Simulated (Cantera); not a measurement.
Source: NASA polynomial tables (part measured, part estimated), evaluated in Cantera. Values are per mole of reaction as written; species without (g) are pure solids or liquids, kept so even where they would boil at 1 bar.

4 Li + O2(g) = 2 Li2O

```
T (K)  ΔH° (kJ)  ΔS° (J/K)  ΔG° (kJ)  log10 K
-----  --------  ---------  --------  -------
1398    -1195.8     -266.2    -823.7    30.77
1498    -1192.0     -263.5    -797.2    27.80
1598    -1188.0     -261.0    -771.0    25.20
1698        [?]        [?]       [?]      [?]
1798        [?]        [?]       [?]      [?]
```

Problem. Some entries are withheld; supply them.

Solution. 
- 1698, ΔH° (kJ): -1184.0
- 1698, ΔS° (J/K): -258.6
- 1698, ΔG° (kJ): -745.0
- 1698, log10 K: 22.92
- 1798, ΔH° (kJ): -1180.0
- 1798, ΔS° (J/K): -256.3
- 1798, ΔG° (kJ): -719.2
- 1798, log10 K: 20.89
